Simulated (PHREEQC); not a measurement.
A solution holds 16 mmol/kgw NaOH, 0.57 mmol/kgw Na2SiO3 and 74 mmol/kgw (CH3)4NCl, at 25 °C. Closed to the air; pH follows from the charge balance.

Equilibrium calculation in PHREEQC: ion-association model, phreeqc.dat.

Precipitation was switched off in this run.

Task: What pH does the model give?

Result: pH 12.10.

Task: In which forms is Si present?

Result: H3SiO4- 85 %, H2SiO4-2 14 % of the Si.

(CH3)4N+ isn't in the database: it is added as a free cation with an ion size of 4 Å.
